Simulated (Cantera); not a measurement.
What does this Cantera script print?

```python
import numpy as np
import cantera as ct

gas_names = """
    H HNO HNO2 HNO3 HO2 H2 H2O H2O2 N NH NH2 NH3 NH2OH NO NO2 NO3 N2 N2H2 N2H4 N2O O OH O2 O3 Si SiH
    SiH2 SiH3 SiH4 SiN SiO SiO2 Si2 Si2N Si3
""".split()
cond_names = """
    H2O(s) H2O(L) Si(cr) Si(L) SiO2(Lqz) SiO2(hqz) SiO2(L) Si2N2O(s) Si3N4(a)
""".split()


# ... load() reads the species with a 1 bar reference pressure and builds the phases ...
atoms = {
    'Si2H6': {'Si': 2, 'H': 6},
    'O2': {'O': 2},
    'N2': {'N': 2},
}
top_T = {'Si2N2O(s)': 2100, 'Si3N4(a)': 2400}  # K; cautious upper limits of use, not melting points


# ... equilibrate(T, P, feed) seeds the gas with the atoms and calls Mixture.equilibrate('TP', solver="vcs", rtol=1e-11, max_steps=5000) ...
results = []
T = 1275  # K
P = 1333.22  # Pa
for m in [0.098, 0.15, 0.24, 0.37, 0.59, 0.92, 1.4, 2.2, 3.5, 5.5, 8.5, 13, 21]:
    feed = {'Si2H6': 1, 'O2': m, 'N2': 110}  # mol
    mix = equilibrate(T, P, feed)
    results.append((T, P, feed, dict(zip(mix.species_names, mix.species_moles))))

top = {s: max(r[3][s] / sum(r[3][g] for g in gas_names) for r in results) for s in gas_names}
cols = sorted((s for s in top if top[s] > 1e-06), key=lambda s: -top[s])[:7]
seen = [c for c in cond_names if any(r[3].get(c, 0) > 1e-12 for r in results)]
print("log10 of partial pressures in bar; condensed amounts in mol")
print(f"{'n(O2)':>10s}" + "".join(f"{s[:9]:>10s}" for s in cols + seen))
for T, P, feed, n in results:
    ng = sum(n[g] for g in gas_names)
    print(f"{feed['O2']:10.4g}" + "".join(f"{np.log10(max(n[s] / ng * P / 1e5, 1e-99)):10.3f}" for s in cols)
          + "".join(f"{n.get(c, 0):10.4g}" for c in seen))
```

It prints:

```
log10 of partial pressures in bar; condensed amounts in mol
     n(O2)        N2        O2        H2       H2O        NO        OH         H SiO2(hqz) Si2N2O(s)  Si3N4(a)
     0.098    -1.887   -31.771    -3.446   -12.073   -19.913   -18.417    -7.856         0     0.196     0.536
      0.15    -1.887   -31.771    -3.446   -12.074   -19.913   -18.417    -7.856         0       0.3    0.4667
      0.24    -1.887   -31.771    -3.447   -12.074   -19.913   -18.417    -7.856         0      0.48    0.3467
      0.37    -1.887   -31.771    -3.447   -12.074   -19.913   -18.417    -7.856         0      0.74    0.1733
      0.59    -1.887   -22.493    -3.447    -7.436   -15.274   -13.779    -7.856    0.1198    0.9401         0
      0.92    -1.887   -22.493    -3.448    -7.437   -15.274   -13.780    -7.857    0.5598    0.7201         0
       1.4    -1.887   -22.493    -3.450    -7.438   -15.274   -13.780    -7.857       1.2    0.4001         0
       2.2    -1.887   -16.142    -3.513    -4.326   -12.098   -10.636    -7.889         2         0         0
       3.5    -1.887    -7.416    -7.001    -3.451    -7.735    -8.017    -9.633         2         0         0
       5.5    -1.894    -3.636    -8.899    -3.459    -5.849    -7.076   -10.582         2         0         0
       8.5    -1.906    -3.249    -9.103    -3.470    -5.661    -6.985   -10.684         2         0         0
        13    -1.922    -2.986    -9.251    -3.486    -5.538    -6.927   -10.758         2         0         0
        21    -1.949    -2.748    -9.398    -3.514    -5.433    -6.882   -10.831         2         0         0
```

Equilibrium computed with Cantera from the NASA thermochemical tables; the gas is ideal and each condensed phase is pure. The feed counts by its element totals alone. N2 is the only nitrogen source here; it is nearly inert below about 1500 K, so the nitride shown seldom forms there in practice. Mutual solubility and eutectic melting of coexisting phases are not modelled. The tables hold silica as quartz up to 1696 K and as liquid above; real silica turns to tridymite and cristobalite and melts near 1996 K.
